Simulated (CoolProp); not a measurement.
A Linde-Hampson liquefier for ethylene: isothermal reversible compression at 290 K from 1 atm to 30 MPa, throttling to 1 atm, return gas leaving the recuperator 0 K below the feed. Each further row changes one setting.

Values from CoolProp's reference Helmholtz-energy equation of state, Smukala 2000.

```tsv
case	liquid yield per pass	compression work (kJ/kg of gas)
as stated	?	373
high pressure 60 MPa	0.477	?
warm-end temperature 320 K	0.429	?
warm-end gap 5 K	0.503	373
```

### Question
Fill in the missing entries.

### Answer

- as stated, liquid yield per pass: 0.508
- high pressure 60 MPa, compression work (kJ/kg of gas): 437
- warm-end temperature 320 K, compression work (kJ/kg of gas): 444
